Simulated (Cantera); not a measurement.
## Thermodynamics of silicon epitaxy and polysilicon growth, feed SiHCl₃ + Cl₂ + N₂

Feed: 1 mol SiHCl₃, 0.0056 mol Cl₂, 5.9 mol N₂, equilibrated at 1300 K and 1 atm.

These are equilibrium values from Cantera (NASA tables, ideal gas, pure condensed phases), not measurements of a reactor. Candidate condensed phases: NH₄Cl, Si, Si₃N₄; 28 gas species. N₂ is the only nitrogen source here; it is nearly inert below about 1500 K, so the nitride shown seldom forms there in practice. The tables' values for SiCl₃ are old estimates; treat these amounts as uncertain. The numbers say what is thermodynamically allowed, not how fast it happens.

The x(N₂) is 0.795 and the x(HCl) is 0.109. The x(SiCl₄) is 0.0779 and the x(H₂) is 0.0161. The x(SiCl₃) is 0.00137 and the x(SiHCl₃) is 0.000525. The x(SiCl₂) is 0.000143. The n(Si₃N₄(s)) is 0.145 mol, the gas amount is 7.057 mol and the log10 activity of Si(s) (absent) is -4.14.
